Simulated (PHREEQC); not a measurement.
1 kg of water holding 0.18 mol Na2SO4, 0.0035 mol NaHCO3, 0.027 mol NaCl, 0.065 mol KCl and 0.59 mol Na2CO3 is evaporated at 25 °C; the solids stay in contact with the brine. The system is closed to CO2. Solids allowed: Arcanite, Burkeite, Glaserite, Halite, Kalicinite, Mirabilite, Misenite, Nahcolite, Natron, Sylvite, Thenardite, Trona. Others were left out.

All values are PHREEQC results (Pitzer model, pitzer.dat), not measurements.

Task: Predict ionic strength at water left (kg) = 0.3083, 0.2534.

Result: 
| water left (kg) | ionic strength |
|---|---|
| 0.3083 | 7.80 |
| 0.2534 | 9.49 |
